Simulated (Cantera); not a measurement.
Charge: 1 mol PbO, 2.2 mol O₂, 1.2 mol H₂, equilibrated at 70.5 Torr.

Method: chemical equilibrium by Gibbs-energy minimisation in Cantera with the NASA 1993 tables (ideal gas, pure condensed phases). Candidate condensed phases: H₂O, Pb, PbO, PbO₂, Pb₃O₄; 12 gas species. Gases not in the tables: (PbO)n polymers. Rates play no part.

log p: log10 of the partial pressure in bar; n: condensed amount in mol.

```tsv
T (°C)	log p O₂	log p H₂O	log p PbO	log p OH	log p Pb	log p O	log p H₂	n PbO(yellow)	n PbO(l)
675	-1.27	-1.39	-7.31	-7.75	-11.54	-11.16	-11.53	1.000	0
725	-1.27	-1.39	[?]	[?]	[?]	[?]	[?]	1.000	0
775	-1.27	-1.39	-5.86	-6.90	-9.42	-9.83	-10.23	1.000	0
825	-1.27	-1.39	-5.23	-6.53	-8.51	-9.26	-9.66	1.000	0
875	-1.27	-1.39	-4.66	-6.19	-7.68	-8.74	-9.15	0.999	0
925	-1.27	-1.40	[?]	[?]	[?]	[?]	[?]	0	0.998
975	-1.27	-1.40	-3.75	-5.60	-6.31	-7.81	-8.24	0	0.995
1025	-1.27	-1.40	-3.36	-5.34	-5.71	-7.40	-7.84	0	0.987
```

Problem. What belongs in the gaps?

Solution. 
- 725, log p PbO: -6.55
- 725, log p OH: -7.30
- 725, log p Pb: -10.42
- 725, log p O: -10.46
- 725, log p H₂: -10.84
- 925, log p PbO: -4.18
- 925, log p OH: -5.88
- 925, log p Pb: -6.96
- 925, log p O: -8.25
- 925, log p H₂: -8.67
